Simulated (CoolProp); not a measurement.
The numbers come from the reference Helmholtz-energy equation of state, Wagner 2002 in CoolProp.

Q: Give the vapour pressure (MPa), vapour Z, surface tension (mN/m), vapour viscosity (µPa s) of saturated water at 44.25, 92.75, 108.85 °C.

A: 
```json
[
 {"T (°C)": "44.25", "p (MPa)": "0.00923", "vapour Z": "0.997", "surface tension (mN/m)": "69.0", "vapour viscosity (µPa s)": "10.3"},
 {"T (°C)": "92.75", "p (MPa)": "0.0778", "vapour Z": "0.987", "surface tension (mN/m)": "60.3", "vapour viscosity (µPa s)": "12.0"},
 {"T (°C)": "108.85", "p (MPa)": "0.138", "vapour Z": "0.981", "surface tension (mN/m)": "57.2", "vapour viscosity (µPa s)": "12.5"}
]
```

Viscosity comes from a separate model (Huber 2009). Surface tension comes from a separate correlation (Mulero 2012).
